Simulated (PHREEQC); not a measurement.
A solution holds 0.0019 mol CaSO4 per kg of water, at 20 °C and 300 atm. Closed to the air; pH follows from the charge balance.

Computed with PHREEQC (ion-association model, phreeqc.dat).

Each row changes one thing in this solution. This is a speciation only: nothing precipitates in the calculation.

| case | pH | ionic strength (mol/kgw) | Ca+2 (mol/kgw) | SO4-2 (mol/kgw) | CaSO4 (mol/kgw) | HSO4- (mol/kgw) |
|---|---|---|---|---|---|---|
| as made | 7.04 | 0.00673 | 0.00168 | 0.00168 | 0.000216 | 7.58e-9 |
| CaSO4 from 0.0019 to 0.0038 mol/kgw | 7.04 | … | 0.00317 | 0.00317 | 0.000625 | 1.30e-8 |
| diluted 100-fold with water | 7.03 | 7.59e-5 | 1.89e-5 | 1.89e-5 | 4.89e-8 | 1.08e-10 |
| 0.0015 mol/kgw HBr added | 2.89 | 0.00811 | 0.00170 | 0.00160 | … | 9.89e-5 |
| 0.0032 mol/kgw Pb(NO3)2 added | 5.24 | 0.0139 | … | 0.00115 | … | … |

### Question
What belongs in the gaps?

### Answer

- CaSO4 from 0.0019 to 0.0038 mol/kgw, ionic strength (mol/kgw): 0.0127
- 0.0015 mol/kgw HBr added, CaSO4 (mol/kgw): 0.000197
- 0.0032 mol/kgw Pb(NO3)2 added, Ca+2 (mol/kgw): 0.00178
- 0.0032 mol/kgw Pb(NO3)2 added, CaSO4 (mol/kgw): 0.000123
- 0.0032 mol/kgw Pb(NO3)2 added, HSO4- (mol/kgw): 2.93e-7

Complexes and solids missing from the database can't appear. Under pressure, the constants of complexes without a molar volume in the database are unreliable.
